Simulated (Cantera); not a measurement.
Standard-state values (1 bar) from the NASA 1993 polynomials, evaluated with Cantera. Values are per mole of reaction as written; species without (g) are pure solids or liquids, kept so even where they would boil at 1 bar.

O₃(g) + 3 CaCl₂ ⇌ 3 Cl₂(g) + 3 CaO, with ΔH° = 340.3 kJ and ΔS° = 230.9 J/K at 300 K.

Q: How far is the shortcut ΔG° ≈ ΔH°(300 K) − T·ΔS°(300 K) from the full temperature-dependent value at 525, 725, 925, 1125, 1325, 1525, 1725, 1925, 2125, 2325 K?

A: 
```csv
T (K),shortcut (kJ),full (kJ),difference (kJ),difference in log10 K,condensed phases
525,219.1,220.9,-1.8,0.18,"CaCl₂(s), CaO(s)"
725,172.9,178.4,-5.5,0.40,"CaCl₂(s), CaO(s)"
925,126.7,137.4,-10.7,0.60,"CaCl₂(s), CaO(s)"
1125,80.5,104.5,-24.0,1.11,"CaCl₂(l), CaO(s)"
1325,34.4,84.3,-50.0,1.97,"CaCl₂(l), CaO(s)"
1525,-11.8,66.7,-78.5,2.69,"CaCl₂(l), CaO(s)"
1725,-58.0,51.3,-109.3,3.31,"CaCl₂(l), CaO(s)"
1925,-104.2,37.8,-142.0,3.85,"CaCl₂(l), CaO(s)"
2125,-150.4,26.2,-176.5,4.34,"CaCl₂(l), CaO(s)"
2325,-196.5,16.1,-212.7,4.78,"CaCl₂(l), CaO(s)"
```
The shortcut ignores heat capacities and the phase changes listed.
